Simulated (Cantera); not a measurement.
An isothermal, constant-pressure homogeneous reactor starts with CH₄ : H₂ : H : N₂ = 0.019 : 1 : 0.013 : 0.014 (molar parts), at 1800 K and 0.132 atm.

Model: GRI-Mech 3.0 (53 species, 325 reactions), integrated in Cantera. GRI-Mech 3.0 stops at C3 and has no aromatics, soot or wall deposition, so with more carbon than oxygen in the feed, carbon stays in small species such as C2H2 where larger ones or solid carbon would form.

x: mole fraction; the columns are a selection and need not sum to one.

```tsv
t (s)	x CH₄	x H₂	x H	x CH₂	x C₂H₄	x CH₃
0.000200	0.0153	0.963	0.00566	[?]	0.000115	0.00179
0.00118	0.0153	0.967	0.00211	[?]	5.42e-5	0.000666
0.00700	0.0146	0.969	0.000955	[?]	2.53e-5	0.000290
0.0414	0.0119	0.971	0.000936	[?]	2.21e-5	0.000231
0.245	0.00557	0.974	0.000957	[?]	2.15e-5	0.000110
1.45	0.00142	0.976	0.000973	[?]	2.50e-5	2.85e-5
8.57	0.000692	0.976	0.000976	1.57e-8	2.60e-5	1.39e-5
50.7	0.000688	0.976	0.000976	1.56e-8	2.60e-5	1.39e-5
300	0.000688	0.976	0.000976	1.56e-8	2.60e-5	1.39e-5
```

Question: Some entries are withheld; supply them.

Answer: 
- 0.000200, x CH₂: 8.43e-6
- 0.00118, x CH₂: 1.42e-6
- 0.00700, x CH₂: 3.02e-7
- 0.0414, x CH₂: 2.38e-7
- 0.245, x CH₂: 1.19e-7
- 1.45, x CH₂: 3.18e-8
